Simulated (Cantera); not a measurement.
Feed: 1 mol Pb, 1.2 mol CO, 23 mol N2, 0.01 mol O2, held at 800 °C and 150 Torr.

These are equilibrium values from Cantera (NASA tables, ideal gas, pure condensed phases), not measurements of a reactor. Candidate condensed phases: C, Pb, PbO, PbO2, Pb3O4; 27 gas species. Kinetics and transport are ignored.

Q: What is the equilibrium state?

A: x(N2): 0.950
x(CO): 0.0487
x(CO2): 0.000826
x(Pb): 0.000365
n(Pb(l)): 0.991 mol
gas amount: 24.21 mol
log10 activity of C(graphite) (absent): -1.09
log10 activity of PbO2(s) (absent): -18.83
